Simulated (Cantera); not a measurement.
Input (Python, Cantera):

```python
import numpy as np
import cantera as ct

gas = ct.Solution("gri30.yaml")
gas.TPX = 1600, 8500, {'CH4': 0.01, 'H2': 1, 'H': 0.0058}
reactor = ct.IdealGasConstPressureReactor(gas, energy="off", clone=False)
net = ct.ReactorNet([reactor])
net.rtol, net.atol = 1e-08, 1e-18
show = ['CH4', 'H2', 'H', 'C2H2', 'C2H6', 'C2H']
times = np.geomspace(1e-06, 200, 13)

steps = ct.SolutionArray(gas, extra=["t"])
rows = []
print(f"{'t/s':>10s}{'T/K':>9s}{'P/Pa':>11s}" + "".join(f"{s:>11s}" for s in show))
for t in times:
    while net.time < t:
        t_next = net.step()
        steps.append(gas.state, t=t_next)
    rows.append([np.interp(t, steps.t, y) for y in (steps.T, steps.P, *steps(*show).X.T)])
    print(f"{t:10.3e}{rows[-1][0]:9.1f}{rows[-1][1]:11.4g}" + "".join(f"{x:11.3e}" for x in rows[-1][2:]))
rate = np.gradient(steps.T, steps.t)
print("integrator steps:", len(steps.t))
if steps.T.max() > steps.T[0] + 200:
    print(f"time of steepest temperature rise: {steps.t[rate.argmax()]:.4e} s")
gas.TPX = 1600, 8500, {'CH4': 0.01, 'H2': 1, 'H': 0.0058}
gas.equilibrate("TP")
print(f"equilibrium (TP): T = {gas.T:.1f} K  " + "  ".join(f"{s} {gas[s].X[0]:.3e}" for s in show))
```

It prints:

```
       t/s      T/K       P/Pa        CH4         H2          H       C2H2       C2H6        C2H
 1.000e-06   1600.0       8500  9.731e-03  9.846e-01  5.596e-03  1.415e-13  1.562e-09  6.974e-18
 4.918e-06   1600.0       8500  9.413e-03  9.849e-01  5.272e-03  2.305e-10  1.224e-07  1.087e-14
 2.418e-05   1600.0       8500  9.001e-03  9.854e-01  4.796e-03  7.856e-08  2.771e-06  1.789e-12
 1.189e-04   1600.0       8500  8.987e-03  9.858e-01  4.426e-03  3.637e-06  6.581e-06  5.533e-11
 5.848e-04   1600.0       8500  9.075e-03  9.870e-01  3.272e-03  4.672e-05  5.164e-06  5.200e-10
 2.876e-03   1600.0       8500  9.196e-03  9.889e-01  1.439e-03  1.682e-04  2.408e-06  8.218e-10
 1.414e-02   1600.0       8500  9.213e-03  9.900e-01  4.156e-04  2.736e-04  6.283e-07  3.855e-10
 6.955e-02   1600.0       8500  9.155e-03  9.903e-01  1.862e-04  3.305e-04  2.139e-07  2.086e-10
 3.420e-01   1600.0       8500  8.889e-03  9.904e-01  1.807e-04  4.626e-04  1.931e-07  2.833e-10
 1.682e+00   1600.0       8500  7.775e-03  9.910e-01  1.815e-04  1.012e-03  1.496e-07  6.221e-10
 8.270e+00   1600.0       8500  4.839e-03  9.925e-01  1.840e-04  2.459e-03  6.224e-08  1.530e-09
 4.067e+01   1600.0       8500  2.080e-03  9.939e-01  1.867e-04  3.818e-03  1.713e-08  2.408e-09
 2.000e+02   1600.0       8500  1.650e-03  9.941e-01  1.872e-04  4.030e-03  1.344e-08  2.548e-09
integrator steps: 1339
equilibrium (TP): T = 1600.0 K  CH4 1.650e-03  H2 9.941e-01  H 1.872e-04  C2H2 4.030e-03  C2H6 1.343e-08  C2H 2.548e-09
```

Cantera simulation using GRI-Mech 3.0 (53 species, 325 reactions); the numbers are that mechanism's predictions, not measurements. GRI-Mech 3.0 stops at C3 and has no aromatics, soot or wall deposition, so with more carbon than oxygen in the feed, carbon stays in small species such as C2H2 where larger ones or solid carbon would form.
